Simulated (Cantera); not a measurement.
A closed system holds: 1 mol SiCl₄, 0.095 mol C₂H₄, 96 mol H₂, at 1873 K.

Method: chemical equilibrium by Gibbs-energy minimisation in Cantera with the NASA 1993 tables (ideal gas, pure condensed phases). Candidate condensed phases: C, C₆H₆, C₇H₈, C₈H₁₈, Si, SiC; 109 gas species. Mutual solubility and eutectic melting of coexisting phases are not modelled. Gases not in the tables: Si₂H₆ and higher silanes. Equilibrium is a limit: real reactors are often held back by kinetics, nucleation or transport.

Question: What share of the Si ends up in condensed phases as a function of P (Pa), at 100, 240, 560, 1300, 3200, 7500, 18000, 42000, 100000?

Answer: 
```tsv
P (Pa)	Si condensed (%)	as
100	18.2	SiC(s)
240	23.9	Si(l) + SiC(s)
560	47.3	Si(l) + SiC(s)
1300	57.6	Si(l) + SiC(s)
3200	62.4	Si(l) + SiC(s)
7500	64.4	Si(l) + SiC(s)
18000	65.4	Si(l) + SiC(s)
42000	65.7	Si(l) + SiC(s)
100000	65.8	Si(l) + SiC(s)
```
